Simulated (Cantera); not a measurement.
Charge: 1 mol SO₂, 7.2 mol H₂O, 12 mol N₂, held at 2225 K and 1.00 Torr.

Cantera equilibrium calculation (NASA polynomials, part measured and part estimated; ideal gas, pure solids and liquids). Candidate condensed phases: H₂O, H₂SO₄, S; 35 gas species. Rates play no part.

What is the equilibrium state?


- x(N₂) = 0.547
- x(H₂O) = 0.241
- x(H₂) = 0.0548
- x(H) = 0.0415
- x(SO₂) = 0.0392
- x(OH) = 0.0264
- x(O₂) = 0.0257
- x(O) = 0.0139
- x(SO) = 0.00622
- gas amount = 21.85 mol
- log10 activity of S(l) (absent) = -6.18
